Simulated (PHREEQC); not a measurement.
0.79 g of hydrous ferric oxide (600 m²/g; 0.2 weak and 0.005 strong sites per Fe, Dzombak-Morel constants, diffuse double layer) in 1 kg of water with 0.001 mol/kgw of an inert sodium salt and 2.5e-06 mol/kgw Na2HAsO4 and 7.8e-05 mol/kgw NiCl2, at 25 °C; the pH is set by adding NaOH or the inert anion's acid. O2 is buffered at 0.21 atm. No CO2 enters from the air. Nothing may precipitate in this run.

The series has 17 steps of pH, from 4 to 12.

Equilibrium calculation in PHREEQC: ion-association model, wateq4f.dat.

Q: Near which pH is half of the As sorbed, and on which side is more sorbed?

A: Near pH 10.5, with more sorbed at lower pH.

Q: Near which pH is half of the Ni sorbed, and on which side is more sorbed?

A: Near pH 6.4, with more sorbed at higher pH.

The database has no arsenate complexes of Ni.
